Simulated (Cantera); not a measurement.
Cantera run:

```python
import numpy as np
import cantera as ct

gas_names = """
    H H2 N NH NH2 NH3 N2 N2H2 N2H4 Si SiH SiH2 SiH3 SiH4 SiN Si2 Si2N Si3
""".split()
cond_names = """
    Si(cr) Si(L) Si3N4(a)
""".split()


def load(file, names, dense=False):
    # The tables refer to 1 bar. Condensed volumes are neglected.
    table = {s.name: s for s in ct.Species.list_from_file(file)}
    out = []
    for n in names:
        d = dict(table[n].input_data)
        d["thermo"] = dict(d["thermo"], **{"reference-pressure": 1e5})
        if dense:
            d["equation-of-state"] = {"model": "constant-volume", "density": "1e6 g/cm^3"}
        out.append(ct.Species.from_dict(d))
    return out


gas = ct.Solution(thermo="ideal-gas", species=load("nasa_gas.yaml", gas_names))
cond = {s.name: ct.Solution(thermo="fixed-stoichiometry", species=[s], name=s.name)
        for s in load("nasa_condensed.yaml", cond_names, dense=True)}
atoms = {
    'Si3N4': {'Si': 3, 'N': 4},
    'H2': {'H': 2},
}
top_T = {'Si3N4(a)': 2400}  # K; cautious upper limits of use, not melting points


def equilibrate(T, P, feed):
    n = {}
    for name, mol in feed.items():
        for a, k in atoms[name].items():
            n[a] = n.get(a, 0.0) + k * mol
    gas.TPX = T, P, n
    mass = sum(n.values()) * gas.mean_molecular_weight
    gas.equilibrate("TP")
    valid = [c for c in cond.values() if c.min_temp <= T <= top_T.get(c.name, c.max_temp)]
    mix = ct.Mixture([(gas, mass / gas.mean_molecular_weight)] + [(c, 0.0) for c in valid])
    mix.T, mix.P = T, P
    mix.equilibrate("TP", solver="vcs", rtol=1e-11, max_steps=5000)
    return mix


results = []
feed = {'Si3N4': 1, 'H2': 0.075}  # mol
for P in [1, 10, 100, 1000, 10000, 100000, 1000000]:
    for T in [1623, 1673, 1723, 1773, 1823, 1873, 1923, 1973, 2023, 2073, 2123, 2173, 2223, 2273]:
        mix = equilibrate(T, P, feed)
        results.append((T, P, feed, dict(zip(mix.species_names, mix.species_moles))))

for T, P, feed, n in results:
    print(f"{T:7g} {P:10.4g}  " + (" + ".join(c for c in cond_names if n.get(c, 0) > 1e-12) or "gas only"))
```

Output:

```
   1623          1  Si(cr)
   1673          1  Si(cr)
   1723          1  Si(L)
   1773          1  Si(L)
   1823          1  Si(L)
   1873          1  gas only
   1923          1  gas only
   1973          1  gas only
   2023          1  gas only
   2073          1  gas only
   2123          1  gas only
   2173          1  gas only
   2223          1  gas only
   2273          1  gas only
   1623         10  Si(cr)
   1673         10  Si(cr)
   1723         10  Si(L)
   1773         10  Si(L)
   1823         10  Si(L)
   1873         10  Si(L)
   1923         10  Si(L)
   1973         10  Si(L)
   2023         10  Si(L)
   2073         10  gas only
   2123         10  gas only
   2173         10  gas only
   2223         10  gas only
   2273         10  gas only
   1623        100  Si(cr) + Si3N4(a)
   1673        100  Si(cr)
   1723        100  Si(L)
   1773        100  Si(L)
   1823        100  Si(L)
   1873        100  Si(L)
   1923        100  Si(L)
   1973        100  Si(L)
   2023        100  Si(L)
   2073        100  Si(L)
   2123        100  Si(L)
   2173        100  Si(L)
   2223        100  Si(L)
   2273        100  gas only
   1623       1000  Si(cr) + Si3N4(a)
   1673       1000  Si(cr) + Si3N4(a)
   1723       1000  Si(L) + Si3N4(a)
   1773       1000  Si(L) + Si3N4(a)
   1823       1000  Si(L)
   1873       1000  Si(L)
   1923       1000  Si(L)
   1973       1000  Si(L)
   2023       1000  Si(L)
   2073       1000  Si(L)
   2123       1000  Si(L)
   2173       1000  Si(L)
   2223       1000  Si(L)
   2273       1000  Si(L)
   1623      1e+04  Si(cr) + Si3N4(a)
   1673      1e+04  Si(cr) + Si3N4(a)
   1723      1e+04  Si(L) + Si3N4(a)
   1773      1e+04  Si(L) + Si3N4(a)
   1823      1e+04  Si(L) + Si3N4(a)
   1873      1e+04  Si(L) + Si3N4(a)
   1923      1e+04  Si(L) + Si3N4(a)
   1973      1e+04  Si(L)
   2023      1e+04  Si(L)
   2073      1e+04  Si(L)
   2123      1e+04  Si(L)
   2173      1e+04  Si(L)
   2223      1e+04  Si(L)
   2273      1e+04  Si(L)
   1623      1e+05  Si(cr) + Si3N4(a)
   1673      1e+05  Si(cr) + Si3N4(a)
   1723      1e+05  Si(L) + Si3N4(a)
   1773      1e+05  Si(L) + Si3N4(a)
   1823      1e+05  Si(L) + Si3N4(a)
   1873      1e+05  Si(L) + Si3N4(a)
   1923      1e+05  Si(L) + Si3N4(a)
   1973      1e+05  Si(L) + Si3N4(a)
   2023      1e+05  Si(L) + Si3N4(a)
   2073      1e+05  Si(L) + Si3N4(a)
   2123      1e+05  Si(L) + Si3N4(a)
   2173      1e+05  Si(L)
   2223      1e+05  Si(L)
   2273      1e+05  Si(L)
   1623      1e+06  Si(cr) + Si3N4(a)
   1673      1e+06  Si(cr) + Si3N4(a)
   1723      1e+06  Si(L) + Si3N4(a)
   1773      1e+06  Si(L) + Si3N4(a)
   1823      1e+06  Si(L) + Si3N4(a)
   1873      1e+06  Si(L) + Si3N4(a)
   1923      1e+06  Si(L) + Si3N4(a)
   1973      1e+06  Si(L) + Si3N4(a)
   2023      1e+06  Si(L) + Si3N4(a)
   2073      1e+06  Si(L) + Si3N4(a)
   2123      1e+06  Si(L) + Si3N4(a)
   2173      1e+06  Si(L) + Si3N4(a)
   2223      1e+06  Si(L) + Si3N4(a)
   2273      1e+06  Si(L) + Si3N4(a)
```

Method: chemical equilibrium by Gibbs-energy minimisation in Cantera with the NASA 1993 tables (ideal gas, pure condensed phases). Mutual solubility and eutectic melting of coexisting phases are not modelled.
